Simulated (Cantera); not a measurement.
Input (Python, Cantera) and output of one run.

```python
import numpy as np
import cantera as ct

gas_names = """
    F F2 N NF NF2 NF3 N2 Si SiF SiF2 SiF3 SiF4 SiN Si2 Si2N Si3
""".split()
cond_names = """
    Si(cr) Si(L) Si3N4(a)
""".split()


# ... load() reads the species with a 1 bar reference pressure and builds the phases ...
atoms = {
    'Si3N4': {'Si': 3, 'N': 4},
    'F2': {'F': 2},
}
top_T = {'Si3N4(a)': 2400}  # K; cautious upper limits of use, not melting points


# ... equilibrate(T, P, feed) seeds the gas with the atoms and calls Mixture.equilibrate('TP', solver="vcs", rtol=1e-11, max_steps=5000) ...
results = []
feed = {'Si3N4': 1, 'F2': 15}  # mol
T = 1248  # K
P = 100000  # Pa
mix = equilibrate(T, P, feed)
results.append((T, P, feed, dict(zip(mix.species_names, mix.species_moles))))
print(gas.report(threshold=1e-05))
for i in range(1, mix.n_phases):
    print(f"{mix.phase(i).name:16s} {mix.phase_moles(i):12.5e} mol")
```

It prints:

```
       temperature   1248 K
          pressure   1e+05 Pa
           density   0.39226 kg/m^3
  mean mol. weight   40.703 kg/kmol
   phase of matter   gas

                          1 kg             1 kmol
                     ---------------   ---------------
          enthalpy        -5.116e+06       -2.0824e+08  J
   internal energy       -5.3709e+06       -2.1861e+08  J
           entropy              6502        2.6465e+05  J/K
    Gibbs function       -1.3231e+07       -5.3852e+08  J
 heat capacity c_p              1036             42168  J/K
 heat capacity c_v            831.73             33854  J/K

                      mass frac. Y      mole frac. X     chem. pot. / RT
                     ---------------   ---------------   ---------------
                 F            0.1856           0.39763           -14.148
                F2           0.29429           0.31525           -28.296
               NF3           0.00199         0.0011408           -56.262
                N2          0.078491           0.11404           -27.637
              SiF4           0.43962           0.17193           -198.55
     [  +11 minor]        1.2766e-05        9.9918e-06

Si(cr)            0.00000e+00 mol
Si3N4(a)          0.00000e+00 mol
```

Method: chemical equilibrium by Gibbs-energy minimisation in Cantera with the NASA 1993 tables (ideal gas, pure condensed phases).
